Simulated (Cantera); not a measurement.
A Cantera script and what it prints.

```python
import numpy as np
import cantera as ct

gas_names = [...]  # 123 gases of nasa_gas.yaml made of C, H, O, Si
cond_names = """
    C(gr) C6H6(L) C7H8(L) C8H18(L),n-octa H2O(s) H2O(L) Si(cr) Si(L) SiC(b) SiO2(Lqz) SiO2(hqz) SiO2(L)
""".split()


# ... load() reads the species with a 1 bar reference pressure and builds the phases ...
atoms = {
    'SiC': {'Si': 1, 'C': 1},
    'O2': {'O': 2},
    'H2': {'H': 2},
}
top_T = {'C(gr)': 4500, 'SiC(b)': 3050}  # K; cautious upper limits of use, not melting points


# ... equilibrate(T, P, feed) seeds the gas with the atoms and calls Mixture.equilibrate('TP', solver="vcs", rtol=1e-11, max_steps=5000) ...
results = []
feed = {'SiC': 1, 'O2': 0.033, 'H2': 570}  # mol
P = 133.322  # Pa
for T in [1875, 1900, 1925, 1950, 1975, 2000, 2025, 2050, 2075, 2100]:
    mix = equilibrate(T, P, feed)
    results.append((T, P, feed, dict(zip(mix.species_names, mix.species_moles))))

top = {s: max(r[3][s] / sum(r[3][g] for g in gas_names) for r in results) for s in gas_names}
cols = sorted((s for s in top if top[s] > 1e-06), key=lambda s: -top[s])[:8]
seen = [c for c in cond_names if any(r[3].get(c, 0) > 1e-12 for r in results)]
print("log10 of partial pressures in bar; condensed amounts in mol")
print(f"{'T/K':>10s}" + "".join(f"{s[:9]:>10s}" for s in cols + seen))
for T, P, feed, n in results:
    ng = sum(n[g] for g in gas_names)
    print(f"{T:10.4g}" + "".join(f"{np.log10(max(n[s] / ng * P / 1e5, 1e-99)):10.3f}" for s in cols)
          + "".join(f"{n.get(c, 0):10.4g}" for c in seen))
```

Result:

```
log10 of partial pressures in bar; condensed amounts in mol
       T/K        H2         H        Si C2H2,acet        CO      SiC2       SiH      Si2C    SiC(b)
      1875    -2.883    -4.625    -6.327    -6.764    -6.823    -8.363    -7.802    -8.135    0.7792
      1900    -2.885    -4.543    -6.190    -6.582    -6.822    -8.066    -7.694    -7.946    0.6956
      1925    -2.887    -4.463    -6.051    -6.414    -6.823    -7.781    -7.584    -7.757    0.5782
      1950    -2.889    -4.385    -5.914    -6.258    -6.823    -7.507    -7.475    -7.570    0.4146
      1975    -2.892    -4.310    -5.777    -6.110    -6.824    -7.241    -7.366    -7.386    0.1876
      2000    -2.896    -4.237    -5.689    -6.019    -6.825    -7.081    -7.305    -7.322         0
      2025    -2.899    -4.165    -5.684    -6.017    -6.826    -7.091    -7.327    -7.466         0
      2050    -2.903    -4.096    -5.681    -6.016    -6.828    -7.104    -7.351    -7.609         0
      2075    -2.908    -4.028    -5.679    -6.016    -6.829    -7.118    -7.375    -7.752         0
      2100    -2.913    -3.963    -5.679    -6.017    -6.832    -7.133    -7.401    -7.894         0
```

Method: chemical equilibrium by Gibbs-energy minimisation in Cantera with the NASA 1993 tables (ideal gas, pure condensed phases).
